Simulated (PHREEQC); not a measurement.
0.29 g of hydrous ferric oxide (600 m²/g; 0.2 weak and 0.005 strong sites per Fe, Dzombak-Morel constants, diffuse double layer) in 1 kg of water with 0.1 mol/kgw of an inert sodium salt and 0.0022 mmol/kgw BaCl2, at 25 °C; the pH is set by adding NaOH or the inert anion's acid. Oxygen is held at 0.21 atm. The system is closed to CO2. No solid was allowed to form.

Computed with PHREEQC (ion-association model, wateq4f.dat).

### Question
Predict surface charge σ (C/m²), surface potential ψ (mV) at pH = 6.5, 7.5, 9, 11, 11.5.

### Answer
```json
[
 {"pH": "6.5", "surface charge σ (C/m²)": "0.074", "surface potential ψ (mV)": "74"},
 {"pH": "7.5", "surface charge σ (C/m²)": "0.022", "surface potential ψ (mV)": "29"},
 {"pH": "9", "surface charge σ (C/m²)": "-0.034", "surface potential ψ (mV)": "-42"},
 {"pH": "11", "surface charge σ (C/m²)": "-0.188", "surface potential ψ (mV)": "-119"},
 {"pH": "11.5", "surface charge σ (C/m²)": "-0.248", "surface potential ψ (mV)": "-132"}
]
```

Species that the database lacks are ignored.
